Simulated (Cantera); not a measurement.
## Zr + H₂O + N₂ (tantalum, niobium, vanadium and zirconium in process gases)

Input: 1 mol Zr, 14 mol H₂O, 1.2 mol N₂, held at 2123 K.

These are equilibrium values from Cantera (NASA tables, ideal gas, pure condensed phases), not measurements of a reactor. Candidate condensed phases: H₂O, Zr, ZrN, ZrO₂; 28 gas species. Kinetics and transport are ignored.

| P (Pa) | x H₂O | x H | x O | x H₂ | x N₂ | x OH | x O₂ | n ZrO₂(tetragonal) |
|---|---|---|---|---|---|---|---|---|
| 0.100 | 0.00699 | 0.643 | 0.246 | 0.0321 | 0.0313 | 0.0173 | 0.0228 | 0.981 |
| 2.50 | 0.288 | 0.293 | 0.0776 | 0.167 | 0.0535 | 0.0624 | 0.0567 | 1.000 |
| 63 | 0.667 | 0.0553 | 0.00799 | 0.150 | 0.0733 | 0.0305 | 0.0152 | 1.000 |
| 1600 | 0.771 | 0.0103 | 0.000414 | 0.132 | 0.0780 | 0.00746 | 0.00103 | 1.00 |
| 40000 | 0.786 | 0.00205 | 1.69e-5 | 0.131 | 0.0788 | 0.00152 | 4.31e-5 | 1.00 |
| 1000000 | 0.789 | 0.000411 | 6.77e-7 | 0.131 | 0.0789 | 0.000305 | 1.73e-6 | 1.00 |
x: gas mole fraction; n: condensed amount in mol.

From 0.100 Pa to 10.0 bar the condensed part is ZrO₂(tetragonal).
